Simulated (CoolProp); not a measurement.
Vapour-liquid equilibrium of propane (1) + isohexane (2) at 0.46 MPa; x and y are mole fractions of (1).

Computed with CoolProp (multi-fluid Helmholtz-energy mixture model, Lemmon 2009 and Lemmon 2006; pair parameters Bell 2016).

| x | bubble temperature, mixture model (K) | bubble temperature, Raoult's law (K) | y, mixture model | y, Raoult's law |
|---|---|---|---|---|
| 0.05 | 373.6 | 367.7 | 0.323 | 0.444 |
| 0.2 | 335.0 | 329.1 | 0.787 | 0.846 |
| 0.35 | 312.0 | 308.7 | 0.916 | 0.939 |
| 0.5 | 297.6 | 295.7 | 0.962 | 0.972 |
| 0.65 | 287.6 | 286.5 | 0.981 | 0.987 |
| 0.8 | 280.1 | 279.4 | 0.992 | 0.995 |
| 0.95 | 274.0 | 273.8 | 0.998 | 0.999 |

The largest gap from Raoult's law is +5.9 K in bubble temperature, at x = 0.2. No azeotrope shows between x = 0.05 and 0.95.

Pair parameters are fitted to limited data, so mixtures are less certain than the pure fluids.
